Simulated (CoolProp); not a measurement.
Values from CoolProp's reference Helmholtz-energy equation of state, Lemmon 2006. It is a short technical equation, of lower accuracy than the large ones.

Give the vapour pressure (MPa), liquid density (kg/m³), enthalpy of vaporisation (kJ/kg), vapour Z of saturated toluene at 130.25, 172.95 °C.


```tsv
T (°C)	p (MPa)	liquid density (kg/m³)	enthalpy of vaporisation (kJ/kg)	vapour Z
130.25	0.172	759	347	0.941
172.95	0.450	710	315	0.886
```
